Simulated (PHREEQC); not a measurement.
2.3 g of hydrous ferric oxide (600 m²/g; 0.2 weak and 0.005 strong sites per Fe, Dzombak-Morel constants, diffuse double layer) in 1 kg of water with 0.001 mol/kgw of an inert sodium salt and 0.013 mol/kgw BaCl2, at 25 °C; the pH is set by adding NaOH or the inert anion's acid. Oxygen alone is held at its pressure in air (log pO2 = -0.68). No CO2 enters from the air. Precipitation was switched off in this run.

The numbers come from PHREEQC with the ion-association model, wateq4f.dat.

```
pH     Ba sorbed (%)  surface charge σ (C/m²)  surface potential ψ (mV)
-----  -------------  -----------------------  ------------------------
4                0.0                    0.286                       163
4.67             0.0                    0.209                       147
5.33             0.1                    0.138                       126
6                0.3                    0.084                       102
6.67             0.8                    0.048                        75
7.33             1.0                    0.023                        45
8                1.7                    0.006                        12
8.67             6.7                   -0.004                        -8
9.33            14.1                   -0.006                       -13
10              18.1                   -0.006                       -14
10.67           19.2                   -0.007                       -15
11.33           19.4                   -0.007                       -15
12              19.5                   -0.008                       -16
```
